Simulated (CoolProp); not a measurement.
Vapour-liquid equilibrium of R125 (1) + cyclopropane (2) at 1.03 MPa; x and y are mole fractions of (1).

Computed with CoolProp (multi-fluid Helmholtz-energy mixture model, Lemmon 2005 and Polt 1992; pair parameters Bell 2016). This equation is an older, rougher fit; its heat capacities, sound speeds and derivatives of the liquid may be far off and weren't checked against measurements.

| x | bubble temperature (K) | y at the bubble point | dew temperature at overall composition x (K) | liquid density (mol/L) |
|---|---|---|---|---|
| 0.05 | 305.1 | 0.171 | 309.9 | 14.08 |
| 0.125 | 298.3 | 0.333 | 306.9 | 13.82 |
| 0.2 | 294.2 | 0.430 | 303.9 | ? |
| 0.275 | 291.5 | 0.495 | 300.8 | 13.13 |
| 0.35 | 289.8 | 0.543 | 297.6 | ? |
| 0.425 | 288.5 | 0.582 | 294.4 | ? |
| 0.5 | 287.5 | 0.619 | 291.3 | 12.10 |
| 0.575 | 286.8 | 0.656 | 288.7 | 11.79 |
| 0.65 | 286.3 | 0.696 | 286.9 | 11.51 |
| 0.725 | 286.0 | ? | 286.1 | 11.25 |
| 0.8 | 285.9 | 0.795 | 286.0 | ? |
| 0.875 | 286.2 | 0.859 | 286.3 | ? |
| 0.95 | 286.8 | 0.938 | 286.9 | 10.55 |

Fill in the missing entries.


- 0.2, liquid density (mol/L): 13.49
- 0.35, liquid density (mol/L): 12.77
- 0.425, liquid density (mol/L): 12.42
- 0.725, y at the bubble point: 0.741
- 0.8, liquid density (mol/L): 11.01
- 0.875, liquid density (mol/L): 10.78

y crosses x between x = 0.725 and 0.8: the model has an azeotrope there.

The pair parameters rest on a limited set of measurements; away from them the model extrapolates.
